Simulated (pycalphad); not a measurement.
An equivalent pycalphad script:

```python
from pycalphad import Database, equilibrium, calculate, variables as v
import numpy as np
db = Database('COST507.tdb')
comps = ['AL', 'MN', 'SI', 'VA']
phases = ['AL11MN4', 'AL12MN', 'AL4MN', 'AL6MN', 'AL8MN5_D810', 'ALMNSI_ALPHA', 'ALMNSI_BETA', 'ALMNSI_DELTA', 'BCC_A2', 'CBCC_A12', 'CUB_A13', 'DIAMOND_A4', 'FCC_A1', 'HCP_A3', 'LIQUID', 'MN11SI19', 'MN3SI', 'MN5SI3', 'MN6SI', 'MN9SI2', 'MNSI']
eq = equilibrium(db, comps, phases, {v.X('MN'): 0.0064, v.X('SI'): 0.0215, v.T: np.arange(1850, 499, -25), v.P: 101325, v.N: 1}, output=['HM', 'SM'])
```

All values are pycalphad results on the COST 507 light-alloy database (1999) (1 atm), not direct measurements. These are 1990s assessments: newer ones move some temperatures and phases. Phase fractions are per mole of atoms.

Results at three of the temperatures:

```
T = 1350.00 K, P = 101325 Pa, N = 1 mol of atoms
G = -71610 J/mol, H = 42139 J/mol, S = 84.26 J/(mol K)  (SER reference)
chemical potentials (J/mol): Al -70505, Mn -163718, Si -94112
phase             fraction      x(Al)      x(Mn)      x(Si)
LIQUID              1.0000     0.9721     0.0064     0.0215
```

```
T = 1200.00 K, P = 101325 Pa, N = 1 mol of atoms
G = -59246 J/mol, H = 37380 J/mol, S = 80.52 J/(mol K)  (SER reference)
chemical potentials (J/mol): Al -58273, Mn -148293, Si -76733
phase             fraction      x(Al)      x(Mn)      x(Si)
LIQUID              1.0000     0.9721     0.0064     0.0215
```

```
T = 1100.00 K, P = 101325 Pa, N = 1 mol of atoms
G = -51329 J/mol, H = 34211 J/mol, S = 77.76 J/(mol K)  (SER reference)
chemical potentials (J/mol): Al -50444, Mn -138441, Si -65425
phase             fraction      x(Al)      x(Mn)      x(Si)
LIQUID              1.0000     0.9721     0.0064     0.0215
```

Changes of the phase set, refined by bisection:

| T (K) | phases above | phases below |
|---|---|---|
| 921.3 | liquid | ALMNSI_ALPHA + liquid |
| 919.0 | ALMNSI_ALPHA + liquid | ALMNSI_ALPHA + fcc + liquid |
| 849.6 | ALMNSI_ALPHA + fcc + liquid | ALMNSI_ALPHA + diamond (Si) + fcc |

Database names, with the compositions (at.%) that they take in these runs: ALMNSI_ALPHA: Al 70 Mn 17 Si 12.
